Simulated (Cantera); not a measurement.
Charge: 1 mol toluene, 2.6 mol NH₃, equilibrated at 1.20 bar.

Equilibrium computed with Cantera from the NASA thermochemical tables; the gas is ideal and each condensed phase is pure. Candidate condensed phases: C, C₆H₆, C₇H₈, C₈H₁₈; 92 gas species. The numbers say what is thermodynamically allowed, not how fast it happens. All values below are at 1175 K.

Base state: H₂ 0.840, N₂ 0.144, CH₄ 0.0162, NH₃ 7.54e-5, HCN 1.95e-5 (mole fractions); condensed: C(graphite).

**Question.** What changes in the equilibrium state with this change: NH₃ from 2.6 to 0.11 mol?

**Answer.** 
```
species            before    after
----------------  -------  -------
H₂                  0.840    0.965
CH₄                0.0162   0.0214
N₂                  0.144   0.0133
HCN               1.95e-5  6.36e-6
NH₃               7.54e-5  2.83e-5
C(graphite), mol     6.85     6.91
```

**Question.** What changes in the equilibrium state with this change: NH₃ from 2.6 to 0.12 mol?

**Answer.** 
| species | before | after |
|---|---|---|
| H₂ | 0.840 | 0.964 |
| CH₄ | 0.0162 | 0.0214 |
| N₂ | 0.144 | 0.0144 |
| HCN | 1.95e-5 | 6.63e-6 |
| NH₃ | 7.54e-5 | 2.94e-5 |
| C(graphite), mol | 6.85 | 6.91 |
